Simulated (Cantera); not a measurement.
Cantera run:

```python
import numpy as np
import cantera as ct

gas_names = [...]  # 87 gases of nasa_gas.yaml made of C, H, Si
cond_names = """
    C(gr) C6H6(L) C7H8(L) C8H18(L),n-octa Si(cr) Si(L) SiC(b)
""".split()


# ... load() reads the species with a 1 bar reference pressure and builds the phases ...
atoms = {
    'CH3SiH3': {'C': 1, 'H': 6, 'Si': 1},
    'C2H2': {'C': 2, 'H': 2},
    'H2': {'H': 2},
}
top_T = {'C(gr)': 4500, 'SiC(b)': 3050}  # K; cautious upper limits of use, not melting points


# ... equilibrate(T, P, feed) seeds the gas with the atoms and calls Mixture.equilibrate('TP', solver="vcs", rtol=1e-11, max_steps=5000) ...
results = []
feed = {'CH3SiH3': 1, 'C2H2': 0.053, 'H2': 130}  # mol
T = 1548  # K
P = 4100  # Pa
mix = equilibrate(T, P, feed)
results.append((T, P, feed, dict(zip(mix.species_names, mix.species_moles))))
print(gas.report(threshold=1e-06))
for i in range(1, mix.n_phases):
    print(f"{mix.phase(i).name:16s} {mix.phase_moles(i):12.5e} mol")
```

Output:

```
       temperature   1548 K
          pressure   4100 Pa
           density   0.00064265 kg/m^3
  mean mol. weight   2.0174 kg/kmol
   phase of matter   gas

                          1 kg             1 kmol
                     ---------------   ---------------
          enthalpy        1.8799e+07        3.7925e+07  J
   internal energy        1.2419e+07        2.5054e+07  J
           entropy        1.0236e+05         2.065e+05  J/K
    Gibbs function       -1.3965e+08       -2.8174e+08  J
 heat capacity c_p             16136             32554  J/K
 heat capacity c_v             12015             24239  J/K

                      mass frac. Y      mole frac. X     chem. pot. / RT
                     ---------------   ---------------   ---------------
               CH4        0.00066857        8.4072e-05           -46.028
    C2H2,acetylene        0.00020247        1.5687e-05           -26.387
                 H        7.5974e-05        0.00015205           -10.945
                H2           0.99905           0.99975           -21.889
     [  +83 minor]        4.0534e-06        4.0996e-07

C(gr)             9.05789e-02 mol
Si(cr)            0.00000e+00 mol
SiC(b)            9.99995e-01 mol
```

These are equilibrium values from Cantera (NASA tables, ideal gas, pure condensed phases), not measurements of a reactor. The feed counts by its element totals alone.
